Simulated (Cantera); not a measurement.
Feed: 1 mol Si2H6, 0.11 mol CO2, equilibrated at 650 K and 10.0 Torr.

Method: chemical equilibrium by Gibbs-energy minimisation in Cantera with the NASA 1993 tables (ideal gas, pure condensed phases). Candidate condensed phases: C, C6H6, C7H8, C8H18, H2O, Si, SiC, SiO2; 123 gas species. The feed counts by its element totals alone. The numbers say what is thermodynamically allowed, not how fast it happens.

Base state: H2 1.000 (mole fractions); condensed: Si(s) + SiC(s) + SiO2(α-quartz).

What changes in the equilibrium state with this change: Si2H6 replaced by TEOS?


| species | before | after |
|---|---|---|
| H2 | 1.000 | 0.644 |
| H2O | <1e-9 | 0.172 |
| CH4 | 1.19e-6 | 0.144 |
| CO2 | <1e-9 | 0.0326 |
| CO | <1e-9 | 0.00785 |
| Si(s), mol | 1.78 | 0 |
| SiC(s), mol | 0.110 | 0 |
| SiO2(α-quartz), mol | 0.110 | 1.00 |
| C(graphite), mol | 0 | 6.44 |
